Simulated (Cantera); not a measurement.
Hydrogen reduction and annealing atmospheres: PbO + H₂ + H₂O

A closed system holds: 1 mol PbO, 21 mol H₂, 0.087 mol H₂O, equilibrated at 0.320 bar.

These are equilibrium values from Cantera (NASA tables, ideal gas, pure condensed phases), not measurements of a reactor. Candidate condensed phases: H₂O, Pb, PbO, PbO₂, Pb₃O₄; 12 gas species. Kinetics and transport are ignored.

From 1075 K to 1375 K the condensed part is Pb(l). From 1475 K to 1775 K nothing is condensed. The main Pb-bearing gas is Pb throughout.

```tsv
T (K)	x H₂	x H₂O	x Pb	x H	x Pb₂	x PbO	x OH	n Pb(l)
1075	0.948	0.0515	0.000237	2.53e-8	2.11e-9	9.96e-11	5.20e-12	0.995
1175	0.947	0.0515	0.00136	2.11e-7	3.91e-8	1.84e-9	7.99e-11	0.971
1275	0.943	0.0512	0.00589	1.27e-6	4.50e-7	2.14e-8	8.00e-10	0.875
1375	0.929	0.0505	0.0205	5.84e-6	3.59e-6	1.73e-7	5.71e-9	0.558
1475	0.906	0.0492	0.0453	2.18e-5	1.22e-5	7.95e-7	3.11e-8	0
1575	0.905	0.0492	0.0453	6.99e-5	8.84e-6	1.51e-6	1.38e-7	0
1675	0.905	0.0492	0.0453	0.000195	6.66e-6	2.65e-6	5.13e-7	0
1775	0.905	0.0492	0.0452	0.000487	5.17e-6	4.37e-6	1.65e-6	0
```
x: gas mole fraction; n: condensed amount in mol.
